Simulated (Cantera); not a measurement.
Input: 1 mol CsOH, 0.33 mol H₂, 0.27 mol H₂O, held at 10.0 mbar.

Method: chemical equilibrium by Gibbs-energy minimisation in Cantera with the NASA 1993 tables (ideal gas, pure condensed phases). Candidate condensed phases: Cs, CsOH, H₂O; 15 gas species. The numbers say what is thermodynamically allowed, not how fast it happens. All values below are at 1650 K.

Base state: H₂O 0.359, CsOH 0.352, Cs 0.208, H₂ 0.0807, H 0.000258, OH 5.19e-5 (mole fractions); condensed: gas only.

Task: What changes in the equilibrium state with this change: H₂O from 0.27 to 1.3 mol?

Result: 
```
species    before     after
-------  --------  --------
H₂O         0.359     0.565
CsOH        0.352     0.267
Cs          0.208    0.0948
H₂         0.0807    0.0720
OH        5.19e-5   8.65e-5
H        0.000258  0.000244
```
